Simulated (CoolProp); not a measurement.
Vapour-liquid equilibrium of ethylbenzene (1) + n-nonane (2) at 310 kPa; x and y are mole fractions of (1).

The numbers come from the multi-fluid Helmholtz-energy mixture model, Zhou 2012 and Lemmon 2006; pair parameters Bell 2016 in CoolProp.

### Question
Give the bubble temperature and the first vapour's composition at x = 0.05, 0.75, 0.95. Is there an azeotrope?

### Answer
x = 0.05: 197.5 °C, y = 0.070; x = 0.75: 185.4 °C, y = 0.788; x = 0.95: 183.7 °C, y = 0.956. No azeotrope shows between x = 0.05 and 0.95.

The pair parameters rest on a limited set of measurements; away from them the model extrapolates.
